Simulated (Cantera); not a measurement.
An isothermal, constant-pressure homogeneous reactor starts with N₂O : H₂O = 1 : 0.13 (molar parts), at 1550 K and 1.01 bar. Integrator tolerance rtol = 1e-08.

Detailed kinetics in Cantera: GRI-Mech 3.0 (53 species, 325 reactions). GRI-Mech 3.0 was tuned for natural gas; its chemistry of N2O as a main component is partial and can be far from experiment. The temperature is held fixed by assumption; the heat of reaction is taken as removed at once.

Question: What does this change do: temperature 1550 to 1000 K?

Answer: 
| quantity | before | after |
|---|---|---|
| x(N₂O) at 10.0 s | 2.51e-6 (gas-phase equilibrium 8.89e-8) | 0.778 (gas-phase equilibrium 2.45e-9) |
| x(H₂O) at 10.0 s | 0.0797 (gas-phase equilibrium 0.0797) | 0.111 (gas-phase equilibrium 0.0798) |
| x(H₂O₂) at 10.0 s | 1.12e-8 (gas-phase equilibrium 1.22e-8) | 3.54e-8 (gas-phase equilibrium 1.25e-10) |
| x(H) at 10.0 s | 2.38e-8 (gas-phase equilibrium 2.27e-8) | 1.26e-11 (gas-phase equilibrium <1e-12) |
| x(O) at 10.0 s | 3.97e-6 (gas-phase equilibrium 4.33e-6) | 3.87e-8 (gas-phase equilibrium 8.71e-11) |
| x(HO₂) at 10.0 s | 2.85e-7 (gas-phase equilibrium 3.25e-7) | 1.16e-7 (gas-phase equilibrium 1.11e-9) |
The mechanism lacks the step 2 NO + O2 → 2 NO2, which can matter for NO2 below about 1400 K.
